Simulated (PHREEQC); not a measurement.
Synthetic water in mmol/kgw, 25 °C, pH 7.19, pe 11: Na 20.6; K 0.000205; Ca 2.02; Mg 2.84; Cl 4.31; S(6) 9.95; Alkalinity (meq/kgw) 6.61; B 0.355; Br 0.00372.

Cl is adjusted to close the charge balance.
Valence states are taken as typed.

Model: ion-association model, phreeqc.dat, run in PHREEQC.

This is a speciation only: nothing precipitates in the calculation.

### Question
Predict the ionic strength.

### Answer
ionic strength 0.0383 mol/kgw.

### Question
In which forms is S present?

### Answer
SO4-2 82 %, MgSO4 9.1 %, CaSO4 5.2 %, NaSO4- 4.1 % of the S.
